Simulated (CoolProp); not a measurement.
Dimethyl ether at several states: density (kg/m³) from the reference equation and from simpler models built on Tc = 400.4 K, pc = 53.37 bar, ω = 0.196; each cubic takes its own stable root.

Computed with CoolProp (reference Helmholtz-energy equation of state, Wu 2011).

```csv
T (K),p (bar),phase,reference,van der Waals,Redlich-Kwong,Soave-Redlich-Kwong
399.5,153,liquid,?,?,?,?
341.8,0.556,gas,0.9070,0.9054,0.9064,0.9066
321.6,0.15,gas,0.2590,0.2588,0.2589,0.2589
285.6,3.28,gas,?,?,?,?
372.6,1.67,gas,2.519,2.511,2.517,2.517
```

Q: Fill in the missing entries.

A: 
- 399.5, reference: 524.5
- 399.5, van der Waals: 372.0
- 399.5, Redlich-Kwong: 465.8
- 399.5, Soave-Redlich-Kwong: 466.0
- 285.6, reference: 6.868
- 285.6, van der Waals: 6.641
- 285.6, Redlich-Kwong: 6.743
- 285.6, Soave-Redlich-Kwong: 6.774
